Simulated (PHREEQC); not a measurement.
1 kg of water holding 29 mmol/kgw NaCl and 160 mmol/kgw Na2SO4 is evaporated at 40 °C; the solids stay in contact with the brine. CO2 from the air is kept out. Solids allowed: Halite, Mirabilite, Thenardite. Others were left out.

Computed with PHREEQC (Pitzer model, pitzer.dat).

```tsv
water left (kg)	ionic strength	water activity	Thenardite (mol)	Cl in solution (mol/kgw)	Na in solution (mol/kgw)	S in solution (mol/kgw)
1	0.509	0.993	0	0.0290	0.349	0.160
0.8219	0.619	0.991	0	0.0353	0.425	0.195
0.6755	0.753	0.989	0	0.0429	0.517	0.237
0.5552	0.917	0.987	0	0.0522	0.629	0.288
0.4563	1.12	0.984	0	0.0636	0.765	0.351
0.3082	1.65	0.978	0	0.0941	1.13	0.519
0.2533	2.01	0.973	0	0.114	1.38	0.632
0.2082	2.44	0.968	0	0.139	1.68	0.768
0.1711	2.97	0.961	0	0.169	2.04	0.935
0.1407	3.62	0.953	0	0.206	2.48	1.14
0.1156	4.40	0.944	0	0.251	3.02	1.38
0.09502	5.36	0.931	0	0.305	3.67	1.68
0.07809	6.52	0.916	0	0.371	4.47	2.05
0.06418	7.93	0.896	0	0.452	5.44	2.49
0.05275	9.49	0.873	0.00278	0.550	6.51	2.98
0.03564	9.17	0.869	0.0607	0.814	6.39	2.79
0.0293	8.97	0.866	0.0820	0.990	6.31	2.66
0.02407	8.74	0.862	0.0995	1.20	6.23	2.51
0.01979	8.48	0.858	0.114	1.47	6.14	2.34
0.01627	8.19	0.852	0.125	1.78	6.05	2.14
```

Thenardite from water left = 0.05275 kg.

Away from 25 °C the constants follow the database's enthalpies or fits; those with neither stay at their 25 °C values.
